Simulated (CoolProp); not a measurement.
R410A at 252.31 K and 0.0271 MPa is throttled through a valve to 0.0166 MPa with no heat exchange. Each further row changes one setting.

Computed with CoolProp (reference Helmholtz-energy equation of state, Lemmon 2003). It is a pseudo-pure fit of the blend.

| case | temperature change (K) | final density (kg/m³) |
|---|---|---|
| as stated | [?] | 0.578 |
| outlet pressure 0.00498 MPa | [?] | 0.173 |
| outlet pressure 0.0216 MPa | -0.2 | [?] |

Problem. Fill in the missing entries.

Solution. 
- as stated, temperature change (K): -0.4
- outlet pressure 0.00498 MPa, temperature change (K): -0.8
- outlet pressure 0.0216 MPa, final density (kg/m³): 0.752
